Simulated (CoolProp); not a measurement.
Saturation properties of acetone.

Computed with CoolProp (reference Helmholtz-energy equation of state, Lemmon 2006). It is a short technical equation, of lower accuracy than the large ones.

```
T (K)  p (MPa)  liquid density (kg/m³)  vapour density (kg/m³)  enthalpy of vaporisation (kJ/kg)  liquid cp (kJ/(kg K))
-----  -------  ----------------------  ----------------------  --------------------------------  ---------------------
370.9   0.3512                   696.8                   7.433                             451.7                  2.380
383.4   0.4807                   679.8                   10.11                             434.9                  2.435
395.9   0.6439                   662.0                   13.52                             416.9                  2.497
408.3   0.8442                   643.3                   17.81                             397.7                  2.567
420.8    1.091                   623.2                   23.29                             376.7                  2.649
433.2    1.385                   601.7                   30.17                             353.9                  2.746
445.7    1.739                   578.1                   39.05                             328.2                  2.870
458.1    2.155                   552.1                   50.50                             299.4                  3.036
470.6    2.647                   522.2                   65.97                             265.5                  3.287
483      3.219                   486.8                   87.66                             224.8                  3.740
```

It boils at 329.2 K under 1 atm.
